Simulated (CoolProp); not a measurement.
Vapour-liquid equilibrium of CHF3 (R23) (1) + R113 (2) at -17.85 °C; x and y are mole fractions of (1).

Model: multi-fluid Helmholtz-energy mixture model, Penoncello 2003 and Marx 1992; pair parameters Bell 2016, in CoolProp.

### Question
Give the bubble pressure and the first vapour's composition at x = 0.35, 0.45, 0.65. Is there an azeotrope?

### Answer
x = 0.35: 905.2 kPa, y = 0.993; x = 0.45: 1038 kPa, y = 0.994; x = 0.65: 1160 kPa, y = 0.994. No azeotrope shows between x = 0.05 and 0.95.

Pair parameters are fitted to limited data, so mixtures are less certain than the pure fluids. The gap from Raoult's law changes sign with composition, which may be real or a fault of the pair parameters; it wasn't checked against measurements. With so large a gap from Raoult's law the liquid may split in two, which this calculation doesn't test in full.
